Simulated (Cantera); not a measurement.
Equilibrium for oxide etching and cleaning by halides: MgO + Cl2 + H2

Charge: 1 mol MgO, 4.9 mol Cl2, 1.6 mol H2, held at 925 K and 1.70 Pa.

Cantera equilibrium calculation (NASA polynomials, part measured and part estimated; ideal gas, pure solids and liquids). Candidate condensed phases: H2O, Mg, MgCl2, MgO, Mg(OH)2; 22 gas species. Condensed phases not in the tables: MgOHCl. Rates play no part.

| Property | Value |
|---|---|
| x(HCl) | 0.485 |
| x(Cl2) | 0.479 |
| x(Cl) | 0.0194 |
| x(MgCl2) | 0.0115 |
| x(O2) | 0.00572 |
| x(H2O) | 9.20e-5 |
| n(MgO(s)) | 0.924 mol |
| gas amount | 6.602 mol |
| log10 activity of Mg(l) (absent) | -24.83 |
